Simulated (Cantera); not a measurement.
Input (Python, Cantera):

```python
import numpy as np
import cantera as ct

gas = ct.Solution("gri30.yaml")
gas.TPX = 1325, 1900000, {'CH4': 1, 'CO2': 0.94}
inlet = ct.Reservoir(gas, clone=True)

reactor = ct.IdealGasConstPressureReactor(gas, energy="off", clone=False)
exhaust = ct.Reservoir(gas, clone=True)
tau = [5, 1.6, 0.5, 0.16, 0.051, 0.016, 0.0051, 0.0016, 0.00052, 0.00017][0]
for a, b in ((inlet, reactor), (reactor, exhaust)):
    ct.MassFlowController(a, b, mdot=lambda t: reactor.mass / tau)
net = ct.ReactorNet([reactor])
show = ['CH4', 'CO2', 'O', 'H2', 'C2H6', 'HCO']

rows = []
print(f"{'tau/s':>10s}{'T/K':>9s}" + "".join(f"{s:>11s}" for s in show))
for tau in [5, 1.6, 0.5, 0.16, 0.051, 0.016, 0.0051, 0.0016, 0.00052, 0.00017]:
    net.initial_time = 0.0
    net.advance(30 * tau)
    before = gas.X
    net.advance(40 * tau)
    drift = np.max(np.abs(gas.X - before) / (gas.X + 1e-9))
    rows.append([gas.T, *gas[show].X, drift])
    print(f"{tau:10.3e}{gas.T:9.1f}" + "".join(f"{x:11.3e}" for x in gas[show].X))
```

Output:

```
     tau/s      T/K        CH4        CO2          O         H2       C2H6        HCO
 5.000e+00   1325.0  3.485e-01  3.457e-01  9.374e-16  4.877e-02  1.542e-03  3.823e-10
 1.600e+00   1325.0  4.337e-01  4.340e-01  2.233e-16  4.013e-02  8.667e-04  6.556e-11
 5.000e-01   1325.0  4.859e-01  4.728e-01  5.100e-17  2.090e-02  5.966e-04  4.669e-12
 1.600e-01   1325.0  5.058e-01  4.820e-01  2.150e-17  7.302e-03  5.766e-04  5.409e-13
 5.100e-02   1325.0  5.126e-01  4.841e-01  1.458e-17  2.006e-03  4.667e-04  3.010e-13
 1.600e-02   1325.0  5.146e-01  4.845e-01  1.302e-17  4.961e-04  2.584e-04  1.848e-13
 5.100e-03   1325.0  5.152e-01  4.845e-01  1.270e-17  1.337e-04  1.022e-04  8.600e-14
 1.600e-03   1325.0  5.154e-01  4.845e-01  1.262e-17  3.905e-05  3.317e-05  3.079e-14
 5.200e-04   1325.0  5.154e-01  4.845e-01  1.259e-17  1.234e-05  9.820e-06  9.045e-15
 1.700e-04   1325.0  5.155e-01  4.845e-01  1.255e-17  3.951e-06  2.289e-06  1.810e-15
```

Cantera simulation using GRI-Mech 3.0 (53 species, 325 reactions); the numbers are that mechanism's predictions, not measurements. The pressure lies above the range GRI-Mech 3.0 was tuned for (to about 10 atm).
